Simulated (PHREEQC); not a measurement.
## Leach liquor

A solution holds 0.12 mol H2SO4, 6.9e-05 mol CuSO4 and 0.0018 mol Na2SO4 per kg of water, at 20 °C. Closed to the air; pH follows from the charge balance.

Equilibrium calculation in PHREEQC: ion-association model, phreeqc.dat.

Each row changes one thing in this solution. Precipitation was switched off in this run.

| case | pH | ionic strength (mol/kgw) | HSO4- (mol/kgw) | SO4-2 (mol/kgw) |
|---|---|---|---|---|
| as made | 0.94 | 0.169 | 0.0980 | 0.0237 |
| Na2SO4 left out | 0.94 | 0.166 | 0.0970 | 0.0231 |
| CuSO4 left out | 0.94 | 0.169 | 0.0980 | 0.0237 |
| H2SO4 from 0.12 to 0.024 mol/kgw | 1.55 | 0.0473 | ? | 0.0107 |
| H2SO4 from 0.12 to 0.24 mol/kgw | 0.67 | 0.308 | 0.209 | 0.0330 |
| 0.061 mol/kgw TMAH added | 1.14 | 0.190 | 0.0875 | 0.0341 |
| diluted 2-fold with water | 1.20 | 0.0941 | 0.0443 | 0.0166 |
| H2SO4 from 0.12 to 0.06 mol/kgw | 1.21 | 0.0958 | ? | 0.0170 |

Task: Complete the blanks.

Result: 
- H2SO4 from 0.12 to 0.024 mol/kgw, HSO4- (mol/kgw): 0.0151
- H2SO4 from 0.12 to 0.06 mol/kgw, HSO4- (mol/kgw): 0.0448

(CH3)4N+ isn't in the database: it is added as a free cation with an ion size of 4 Å.
